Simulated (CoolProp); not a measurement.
Properties of methanol along the isobar 1.74 bar (Tc = 513.4 K, pc = 82.16 bar, ω = 0.565).

Model: reference Helmholtz-energy equation of state, de Reuck 1993, in CoolProp.

```csv
T (K),phase,cp (kJ/(kg K)),speed of sound (m/s),isothermal compressibility (1/MPa),viscosity (µPa s),fugacity coefficient
510.2,gas,1.923,389.9,5.787,16.7,0.9933
519.4,gas,1.942,393.2,5.784,17.0,0.9938
528.5,gas,1.961,396.3,5.781,17.4,0.9942
537.7,gas,1.981,399.5,5.779,17.7,0.9946
546.8,gas,2.000,402.6,5.777,18.0,0.9949
556,gas,2.020,405.7,5.775,18.3,0.9952
565.1,gas,2.039,408.7,5.774,18.6,0.9955
574.3,gas,2.058,411.7,5.772,18.9,0.9957
583.4,gas,2.077,414.7,5.771,19.2,0.9959
592.6,gas,2.097,417.7,5.770,19.5,0.9961
601.7,gas,2.115,420.6,5.769,19.9,0.9963
610.9,gas,2.134,423.6,5.768,20.2,0.9964
620,gas,2.153,426.5,5.767,20.5,0.9965
```

Viscosity comes from a separate model (Xiang 2006).
